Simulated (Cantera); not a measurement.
An isothermal, constant-pressure homogeneous reactor starts with H2 : O2 = 0.11 : 1 (molar parts), at 1075 K and 2670 Pa.

Model: GRI-Mech 3.0 (53 species, 325 reactions), integrated in Cantera. Radical loss at walls, strong at low pressure, is not modelled. The temperature is held fixed by assumption; the heat of reaction is taken as removed at once.

x: mole fraction; the columns are a selection and need not sum to one.

| t (s) | x H2 | x O2 | x O | x HO2 | x H |
|---|---|---|---|---|---|
| 6.00e-5 | 0.0991 | 0.901 | 3.38e-10 | 7.05e-10 | 6.04e-10 |
| 0.000142 | 0.0991 | 0.901 | 1.94e-9 | 1.69e-9 | 2.20e-9 |
| 0.000334 | 0.0991 | 0.901 | 2.76e-8 | 4.55e-9 | 2.70e-8 |
| 0.000789 | 0.0991 | 0.901 | 8.18e-6 | 2.07e-7 | 7.88e-6 |
| 0.00186 | 0.0123 | 0.854 | 0.0289 | 1.65e-5 | 0.0290 |
| 0.00440 | 0.00180 | 0.873 | 0.0189 | 1.58e-5 | 0.00854 |
| 0.0104 | ___ | 0.890 | ___ | ___ | ___ |
| 0.0245 | 8.08e-5 | 0.895 | 0.000868 | 5.10e-6 | 7.30e-5 |
| 0.0578 | 1.35e-5 | 0.895 | 0.000153 | 1.65e-6 | 5.38e-6 |
| 0.136 | 2.59e-6 | 0.896 | 3.20e-5 | 4.69e-7 | 5.19e-7 |
| 0.322 | 6.09e-7 | 0.896 | 8.24e-6 | 1.40e-7 | 6.80e-8 |
| 0.760 | 1.73e-7 | 0.896 | 2.51e-6 | 4.63e-8 | 1.14e-8 |
| 1.79 | 5.61e-8 | 0.896 | 8.54e-7 | 1.68e-8 | 2.26e-9 |
| 4.24 | 2.00e-8 | 0.896 | 3.14e-7 | 6.76e-9 | 5.04e-10 |
| 10.0 | ___ | 0.896 | ___ | ___ | 1.21e-10 |

Problem. What belongs in the gaps?

Solution. 
- 0.0104, x H2: 0.000462
- 0.0104, x O: 0.00490
- 0.0104, x HO2: 1.12e-5
- 0.0104, x H: 0.00102
- 10.0, x H2: 7.58e-9
- 10.0, x O: 1.21e-7
- 10.0, x HO2: 3.31e-9
